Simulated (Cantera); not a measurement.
A closed system holds: 1 mol Al2O3, 2.2 mol H2, at 1973.15 K and 6450 Torr.

These are equilibrium values from Cantera (NASA tables, ideal gas, pure condensed phases), not measurements of a reactor. Candidate condensed phases: Al, Al2O3, H2O; 19 gas species. The numbers say what is thermodynamically allowed, not how fast it happens.

Problem. What is the equilibrium state?

Solution. 
| Quantity | Value |
|---|---|
| x(H2) | 0.999 |
| x(H) | 0.000460 |
| x(H2O) | 4.01e-5 |
| x(Al) | 9.62e-6 |
| x(AlH) | 8.37e-6 |
| x(Al2O) | 6.01e-6 |
| x(AlOH) | 2.11e-6 |
| n(Al2O3(s)) | 1.000 mol |
| gas amount | 2.201 mol |
| log10 activity of Al(l) (absent) | -1.76 |
